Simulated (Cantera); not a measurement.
Input: 1 mol Pb, 7.8 mol CO, equilibrated at 0.100 bar.

Equilibrium computed with Cantera from the NASA thermochemical tables; the gas is ideal and each condensed phase is pure. Candidate condensed phases: C, Pb, PbO, PbO2, Pb3O4; 15 gas species. The numbers say what is thermodynamically allowed, not how fast it happens.

Task: At 1198 K, list the 3 most abundant gas species with their mole fractions, and the condensed phases.

Result: CO 0.992, Pb 0.00624, CO2 0.00191. Condensed: C(graphite) + Pb(l).
